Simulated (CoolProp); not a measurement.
Computed with CoolProp (reference Helmholtz-energy equation of state, Thol 2017).

Task: Give the vapour pressure (MPa), liquid cp (kJ/(kg K)), vapour Z of saturated octamethyltrisiloxane (MDM) at 207.95, 219.65, 277.85 °C.

Result: 
| T (°C) | p (MPa) | liquid cp (kJ/(kg K)) | vapour Z |
|---|---|---|---|
| 207.95 | 0.354 | 2.29 | 0.817 |
| 219.65 | 0.442 | 2.34 | 0.784 |
| 277.85 | 1.16 | 3.17 | 0.505 |
